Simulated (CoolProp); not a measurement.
Vapour-liquid equilibrium of R22 (1) + cyclohexane (2) at 326.1 K; x and y are mole fractions of (1).

Computed with CoolProp (multi-fluid Helmholtz-energy mixture model, Kamei 1995 and Zhou 2014; pair parameters Bell 2016).

**Question.** Give the bubble pressure and the first vapour's composition at x = 0.05, 0.425, 0.5. Is there an azeotrope?

**Answer.** x = 0.05: 0.2366 MPa, y = 0.826; x = 0.425: 1.154 MPa, y = 0.964; x = 0.5: 1.259 MPa, y = 0.968. No azeotrope shows between x = 0.05 and 0.95.

The pair parameters rest on a limited set of measurements; away from them the model extrapolates. The gap from Raoult's law changes sign with composition, which may be real or a fault of the pair parameters; it wasn't checked against measurements. With so large a gap from Raoult's law the liquid may split in two, which this calculation doesn't test in full.
